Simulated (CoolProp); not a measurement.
Vapour-liquid equilibrium of acetone (1) + dimethyl carbonate (2) at 426.6 K; x and y are mole fractions of (1).

Computed with CoolProp (multi-fluid Helmholtz-energy mixture model, Lemmon 2006 and Zhou 2011; pair parameters Bell 2016).

| x | bubble pressure (MPa) | y at the bubble point | dew pressure at overall composition x (MPa) | liquid density (mol/L) |
|---|---|---|---|---|
| 0.05 | 0.5767 | 0.103 | 0.5572 | 9.780 |
| 0.15 | 0.6463 | 0.270 | 0.5950 | 9.865 |
| 0.25 | 0.7125 | 0.402 | … | 9.951 |
| 0.35 | 0.7771 | … | 0.6851 | 10.04 |
| 0.45 | 0.8413 | 0.611 | 0.7390 | 10.13 |
| 0.55 | 0.9061 | 0.697 | 0.8001 | 10.21 |
| 0.65 | 0.9724 | 0.775 | 0.8699 | 10.30 |
| 0.75 | 1.041 | 0.846 | 0.9503 | 10.38 |
| 0.85 | 1.111 | … | 1.044 | 10.46 |
| 0.95 | 1.184 | 0.972 | 1.156 | 10.53 |

### Question
Complete the blanks.

### Answer

- 0.25, dew pressure at overall composition x (MPa): 0.6374
- 0.35, y at the bubble point: 0.514
- 0.85, y at the bubble point: 0.912

No azeotrope shows between x = 0.05 and 0.95.

Pair parameters are fitted to limited data, so mixtures are less certain than the pure fluids. The gap from Raoult's law changes sign with composition, which may be real or a fault of the pair parameters; it wasn't checked against measurements.
